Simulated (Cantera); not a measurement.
A closed system holds: 1 mol Fe₃O₄, a varied amount of C, 0.15 mol N₂, at 1500 K and 0.100 bar.

Equilibrium computed with Cantera from the NASA thermochemical tables; the gas is ideal and each condensed phase is pure. Candidate condensed phases: C, Fe, Fe(CO)₅, FeO, Fe₂O₃, Fe₃O₄; 27 gas species. Mutual solubility and eutectic melting of coexisting phases are not modelled. The tables' stoichiometric FeO is somewhat more stable than real wüstite, so its field is too wide. FeO: taken at fixed stoichiometry. Equilibrium is a limit: real reactors are often held back by kinetics, nucleation or transport.

Question: At 1.2 mol C, list the 3 most abundant gas species with their mole fractions, and the condensed phases.

Answer: CO 0.765, CO₂ 0.124, N₂ 0.111. Condensed: Fe(γ) + FeO(s).
